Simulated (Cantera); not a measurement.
Feed: 1 mol B₂O₃, 0.2 mol O₂, at 195 Torr.

Cantera equilibrium calculation (NASA polynomials, part measured and part estimated; ideal gas, pure solids and liquids). Candidate condensed phases: B, B₂O₃; 10 gas species. Kinetics and transport are ignored.

x: gas mole fraction; n: condensed amount in mol.

```
T (K)   x O₂    x B₂O₃     x BO₂         x O      x BO  n B₂O₃(l)
-----  -----  --------  --------  ----------  --------  ---------
1398   1.000   8.82e-6   4.42e-6  (withheld)  1.30e-12      1.000
1498   1.000   8.01e-5   2.90e-5  (withheld)  4.22e-11      1.000
1598   0.999  0.000544  0.000150  (withheld)  8.75e-10      1.000
1698   0.996   0.00292  0.000632  (withheld)   1.26e-8      0.999
1798   0.985    0.0128   0.00226  (withheld)   1.34e-7      0.997
1898   0.945    0.0478   0.00695  (withheld)   1.11e-6      0.989
1998   0.825     0.155    0.0186  (withheld)   7.62e-6      0.960
2098   0.511     0.446    0.0413     0.00192   4.72e-5      0.821
2198   0.149     0.791    0.0577     0.00202  0.000249          0
```

Q: Some entries are withheld; supply them.

A: 
- 1398, x O: 1.80e-6
- 1498, x O: 7.74e-6
- 1598, x O: 2.78e-5
- 1698, x O: 8.57e-5
- 1798, x O: 0.000232
- 1898, x O: 0.000559
- 1998, x O: 0.00117
